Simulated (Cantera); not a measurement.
Charge: 1 mol Si, a varied amount of NF3, 2.1 mol N2, at 875 K and 2.80e-5 bar.

Cantera equilibrium calculation (NASA polynomials, part measured and part estimated; ideal gas, pure solids and liquids). Candidate condensed phases: Si, Si3N4; 16 gas species. The tables' values for SiF3 are old estimates; treat these amounts as uncertain. Equilibrium is a limit: real reactors are often held back by kinetics, nucleation or transport.

log p: log10 of the partial pressure in bar; n: condensed amount in mol.

```csv
n(NF3) (mol),log p N2,log p F,log p SiF4,log p F2,log p SiF3,log p NF3,log p SiF2,n Si3N4(s)
0.59,-4.64,<-16,-5.30,<-16,-9.59,<-16,-13.31,0.186
0.76,-4.65,<-16,-5.24,<-16,-9.54,<-16,-13.28,0.143
0.94,-4.67,<-16,-5.19,<-16,-9.51,<-16,-13.25,0.0983
1.1,-4.68,<-16,-5.16,<-16,-9.48,<-16,-13.23,0.0583
1.3,-4.69,<-16,-5.13,<-16,-9.46,<-16,-13.22,0.00833
1.5,-4.74,-5.50,-5.19,-7.75,<-16,___,<-16,0
1.7,-4.79,-5.22,-5.26,-7.20,<-16,___,<-16,0
1.8,-4.81,-5.15,-5.28,-7.05,<-16,___,<-16,0
2,-4.84,-5.05,-5.34,-6.85,<-16,___,<-16,0
2.2,-4.88,-4.98,-5.38,-6.72,<-16,___,<-16,0
2.4,-4.91,-4.94,-5.42,-6.63,<-16,___,<-16,0
2.5,-4.92,-4.92,-5.44,-6.59,<-16,___,<-16,0
2.7,-4.94,-4.89,-5.48,-6.53,<-16,___,<-16,0
```

Some entries are withheld; supply them.


- 1.5, log p NF3: -13.42
- 1.7, log p NF3: -12.62
- 1.8, log p NF3: -12.41
- 2, log p NF3: -12.12
- 2.2, log p NF3: -11.94
- 2.4, log p NF3: -11.82
- 2.5, log p NF3: -11.77
- 2.7, log p NF3: -11.69
